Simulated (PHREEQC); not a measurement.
A solution holds 17 mmol/kgw ZnSO4, 0.041 mmol/kgw NaOH and 0.11 mmol/kgw HCl, at 25 °C. Closed to the air; pH follows from the charge balance.

All values are PHREEQC results (ion-association model, phreeqc.dat), not measurements.

Problem. The ionic strength comes out as 0.0427 mol/kgw. What activity coefficients do Na+, HSO4-, ZnCl+, Zn+2, H+ get?

Solution. Na+ 0.83, HSO4- 0.83, ZnCl+ 0.83, Zn+2 0.48, H+ 0.86.

No solid was allowed to form. Complexes and solids missing from the database can't appear.
